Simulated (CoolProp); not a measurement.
R1123 along the isobar 7.19 MPa: density (kg/m³) from the reference equation and from simpler models built on Tc = 58.6 °C, pc = 4.549 MPa, ω = 0.243; each cubic takes its own stable root.

Model: reference Helmholtz-energy equation of state, Akasaka 2020, in CoolProp.

```json
[
 {"T (°C)": "-45.15", "phase": "liquid", "reference": "1312"},
 {"T (°C)": "-30.25", "phase": "liquid", "reference": "1265"},
 {"T (°C)": "-15.25", "phase": "liquid", "reference": "1215"},
 {"T (°C)": "-0.35", "phase": "liquid", "reference": "1161"},
 {"T (°C)": "14.55", "phase": "liquid", "reference": "1102"},
 {"T (°C)": "29.45", "phase": "liquid", "reference": "1034"},
 {"T (°C)": "44.45", "phase": "liquid", "reference": "952.2"},
 {"T (°C)": "59.35", "phase": "supercritical", "reference": "846.3"},
 {"T (°C)": "74.25", "phase": "supercritical", "reference": "676.9"},
 {"T (°C)": "89.15", "phase": "supercritical", "reference": "439.6"},
 {"T (°C)": "104.15", "phase": "supercritical", "reference": "327.5"},
 {"T (°C)": "119.05", "phase": "supercritical", "reference": "275.3"},
 {"T (°C)": "133.95", "phase": "supercritical", "reference": "243.3"},
 {"T (°C)": "148.85", "phase": "supercritical", "reference": "220.7"},
 {"T (°C)": "163.75", "phase": "supercritical", "reference": "203.4"}
]
```

How far does each simpler model (van der Waals, Redlich-Kwong, Soave-Redlich-Kwong) lie from the reference over these 15 states: mean and median of the absolute difference, and the worst?


- van der Waals: mean 24.3 %, median 30.4 %, worst -37.7 % at -45.15 °C and 7.19 MPa
- Redlich-Kwong: mean 9.3 %, median 11.3 %, worst -15.7 % at 59.35 °C and 7.19 MPa
- Soave-Redlich-Kwong: mean 8.9 %, median 8.9 %, worst -17.2 % at 74.25 °C and 7.19 MPa
